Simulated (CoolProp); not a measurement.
Computed with CoolProp (reference Helmholtz-energy equation of state, Span 2000).

Q: For nitrogen, give the phase and the cp (kJ/(kg K)), cv (kJ/(kg K)), speed of sound (m/s), Prandtl number at 2.55 °C and 9 MPa.

A: 
- 2.55 °C and 9 MPa: supercritical; cp 1.22, cv 0.767, speed of sound 360, Prandtl number 0.782

Viscosity comes from a separate model (Lemmon 2004). Thermal conductivity comes from a separate model (Lemmon 2004).
